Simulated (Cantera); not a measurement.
## Thermodynamics of nitride etching, feed BN + HF

Feed: 1 mol BN, a varied amount of HF, held at 552 °C and 96.0 Pa.

These are equilibrium values from Cantera (NASA tables, ideal gas, pure condensed phases), not measurements of a reactor. Candidate condensed phases: B, BN; 31 gas species. Rates play no part.

```csv
n(HF) (mol),x HF,x H2,x BF3,x N2,x H2F2
7,0.571,0.214,0.143,0.0714,2.61e-8
12,0.750,0.125,0.0833,0.0417,4.50e-8
17,0.824,0.0882,0.0588,0.0294,5.42e-8
21,0.857,0.0714,0.0476,0.0238,5.87e-8
26,0.885,0.0577,0.0385,0.0192,6.25e-8
31,0.903,0.0484,0.0323,0.0161,6.52e-8
36,0.917,0.0417,0.0278,0.0139,6.72e-8
41,0.927,0.0366,0.0244,0.0122,6.87e-8
46,0.935,0.0326,0.0217,0.0109,6.98e-8
```
x: gas mole fraction; nothing condenses.

From 7 mol HF to 46 mol HF nothing is condensed. The main B-bearing gas is BF3 throughout.
